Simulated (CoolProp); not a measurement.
A simple Rankine cycle with isohexane: condensing at 297.15 K, boiler at 0.823 MPa, turbine inlet 420.3 K, turbine efficiency 0.9, pump efficiency 0.7, no recuperator. Each further row changes one setting.

The numbers come from the reference Helmholtz-energy equation of state, Lemmon 2006 in CoolProp. It is a short technical equation, of lower accuracy than the large ones.

| case | thermal efficiency (%) | net work (kJ/kg) | heat in (kJ/kg) | turbine exit temperature (K) | volume ratio over the turbine |
|---|---|---|---|---|---|
| as stated | (withheld) | 104 | 558 | (withheld) | 32.0 |
| turbine inlet 440.3 K | 18.4 | (withheld) | 607 | 377.1 | 31.0 |
| condensing temperature 289.15 K | (withheld) | 115 | 575 | 350.2 | 44.6 |
| boiler pressure 0.576 MPa | 17.1 | 97.1 | 569 | (withheld) | 21.1 |
| turbine efficiency 0.8 | 16.6 | (withheld) | 558 | 361.8 | 32.6 |

Question: Some entries are withheld; supply them.

Answer: 
- as stated, thermal efficiency (%): 18.7
- as stated, turbine exit temperature (K): 355.8
- turbine inlet 440.3 K, net work (kJ/kg): 112
- condensing temperature 289.15 K, thermal efficiency (%): 19.9
- boiler pressure 0.576 MPa, turbine exit temperature (K): 365.0
- turbine efficiency 0.8, net work (kJ/kg): 92.5
